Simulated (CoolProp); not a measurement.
Saturated liquid density (kg/m³) of oxygen: the reference equation beside estimates from Tc = 154.6 K, pc = 50.46 bar, ω = 0.022.

The numbers come from the reference Helmholtz-energy equation of state, Schmidt 1985 in CoolProp.

```
T (K)  reference  van der Waals  Redlich-Kwong  Soave-Redlich-Kwong  Peng-Robinson
-----  ---------  -------------  -------------  -------------------  -------------
117.3      991.3          678.1          970.0                963.8           1092
120.5      970.6          663.1          943.1                937.9           1063
123.7      948.9          647.4          914.7                910.4           1032
126.9      926.0          630.7          884.7                881.2          998.4
130.1      901.7          613.0          852.8                850.1          962.8
133.3      875.7          594.0          818.6                816.8          924.4
136.6      846.5          572.9          780.6                779.5          881.2
139.8      815.3          550.4          740.4                739.9          835.1
143        780.0          525.2          695.8                695.8          783.5
146.2      738.7          496.4          645.1                645.5          724.3
149.4      687.1          461.4          584.4                585.0          653.0
```

Absolute difference from the reference over all 11 rows, mean and median: van der Waals 32.2 and 32.2 %, Redlich-Kwong 7.3 and 6.5 %, Soave-Redlich-Kwong 7.5 and 6.7 %, Peng-Robinson 5.7 and 5.6 %.
